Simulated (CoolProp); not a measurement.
Ethanol at 298.15 K and 0.00488 MPa flows at 10 m/s in a round tube of 20 mm bore and 45 µm roughness, fully developed (64/Re and Nu = 3.66 if laminar; Colebrook and Gnielinski if turbulent). Each further row changes one setting.

Model: reference Helmholtz-energy equation of state, Schroeder 2014, in CoolProp.

| case | Reynolds number | Darcy friction factor | pressure drop (Pa/m) | heat-transfer coefficient (W/(m² K)) | mass flow (kg/h) |
|---|---|---|---|---|---|
| as stated | 2070 | 0.0309 | 7.02 | ___ | ___ |
| velocity 20 m/s | 4150 | ___ | 38.0 | 11.6 | ___ |
| diameter 40 mm | 4150 | 0.0406 | 4.62 | ___ | ___ |

Question: Fill in the missing entries.

Answer: 
- as stated, heat-transfer coefficient (W/(m² K)): 2.79
- as stated, mass flow (kg/h): 1.03
- velocity 20 m/s, Darcy friction factor: 0.0417
- velocity 20 m/s, mass flow (kg/h): 2.06
- diameter 40 mm, heat-transfer coefficient (W/(m² K)): 5.63
- diameter 40 mm, mass flow (kg/h): 4.12

Viscosity comes from a separate model (Kiselev 2005). Thermal conductivity comes from a separate model (Assael 2013).
